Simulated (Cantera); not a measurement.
# Stirred combustor or abatement burner

A perfectly stirred reactor is fed with 11.4 % CH3OH, 11.4 % O2, 77.3 % N2, equivalence ratio 1.5, at 1.01 bar; it is adiabatic with a 700 K inlet, and is followed from long to short residence time, starting on the burning branch (τ in s: 0.037, 0.012, 0.0041, 0.0014, 0.00046, 0.00015, 5.1e-05, 1.7e-05, 5.6e-06).

Detailed kinetics in Cantera: GRI-Mech 3.0 (53 species, 325 reactions). GRI-Mech 3.0 was tuned for natural gas; its chemistry of methanol as a main component is partial and can be far from experiment.

| τ (s) | T (K) | x CH3OH | x O2 | x CH2CO | x CH3 | x C2H2 | x N2O |
|---|---|---|---|---|---|---|---|
| 0.037 | 1816 | 3.34e-6 | 0.000139 | 1.08e-8 | 2.98e-6 | 2.85e-8 | 3.44e-9 |
| 0.012 | 1803 | 7.05e-6 | 0.000298 | 2.11e-8 | 6.89e-6 | 1.04e-7 | 5.15e-9 |
| 0.0041 | 1787 | 1.56e-5 | 0.000617 | 4.51e-8 | 1.61e-5 | 3.95e-7 | 7.16e-9 |
| 0.0014 | 1767 | 3.89e-5 | 0.00134 | 1.23e-7 | 3.94e-5 | 1.58e-6 | 9.41e-9 |
| 0.00046 | 1735 | 0.000119 | 0.00344 | 5.11e-7 | 0.000103 | 5.92e-6 | 1.24e-8 |
| 0.00015 | 700 | 0.114 | 0.114 | <1e-12 | <1e-12 | <1e-12 | <1e-12 |
| 5.1e-5 | 700 | 0.114 | 0.114 | <1e-12 | <1e-12 | <1e-12 | <1e-12 |
| 1.7e-5 | 700 | 0.114 | 0.114 | <1e-12 | <1e-12 | <1e-12 | <1e-12 |
| 5.6e-6 | 700 | 0.114 | 0.114 | <1e-12 | <1e-12 | <1e-12 | <1e-12 |
x: mole fraction; the columns are a selection and need not sum to one.
